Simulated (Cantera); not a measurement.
An isothermal, constant-pressure homogeneous reactor starts with CH4 : CO2 = 1 : 0.37 (molar parts), at 1498 K and 8.68 atm. Integrator tolerance rtol = 1e-08.

Computed with Cantera and GRI-Mech 3.0 (53 species, 325 reactions). GRI-Mech 3.0 stops at C3 and has no aromatics, soot or wall deposition, so with more carbon than oxygen in the feed, carbon stays in small species such as C2H2 where larger ones or solid carbon would form.

Task: What does this change do: CH4 1 to 0.11 parts?

Result: 
| quantity | before | after |
|---|---|---|
| x(CH4) at 50.0 s | 0.238 (gas-phase equilibrium 0.230) | 0.00254 (gas-phase equilibrium 3.29e-6) |
| x(CO2) at 50.0 s | 0.00326 (gas-phase equilibrium 1.07e-5) | 0.210 (gas-phase equilibrium 0.206) |
| x(CH2CO) at 50.0 s | 3.84e-6 (gas-phase equilibrium 3.52e-6) | 1.53e-7 (gas-phase equilibrium 1.96e-10) |
| x(C2H6) at 50.0 s | 0.000490 (gas-phase equilibrium 0.000439) | 1.41e-7 (gas-phase equilibrium <1e-12) |
| x(H2O) at 50.0 s | 0.00999 (gas-phase equilibrium 3.34e-5) | 0.166 (gas-phase equilibrium 0.165) |

Task: What does this change do: pressure from 8.68 atm to 1.00 atm?

Result: 
```json
[
 {"quantity": "x(CH4) at 50.0 s", "before": "0.238 (gas-phase equilibrium 0.230)", "after": "0.0921 (gas-phase equilibrium 0.0901)"},
 {"quantity": "x(CO2) at 50.0 s", "before": "0.00326 (gas-phase equilibrium 1.07e-5)", "after": "0.00295 (gas-phase equilibrium 4.87e-7)"},
 {"quantity": "x(CH2CO) at 50.0 s", "before": "3.84e-6 (gas-phase equilibrium 3.52e-6)", "after": "1.93e-6 (gas-phase equilibrium 9.33e-7)"},
 {"quantity": "x(C2H6) at 50.0 s", "before": "0.000490 (gas-phase equilibrium 0.000439)", "after": "5.50e-5 (gas-phase equilibrium 5.15e-5)"},
 {"quantity": "x(H2O) at 50.0 s", "before": "0.00999 (gas-phase equilibrium 3.34e-5)", "after": "0.0138 (gas-phase equilibrium 2.24e-6)"}
]
```
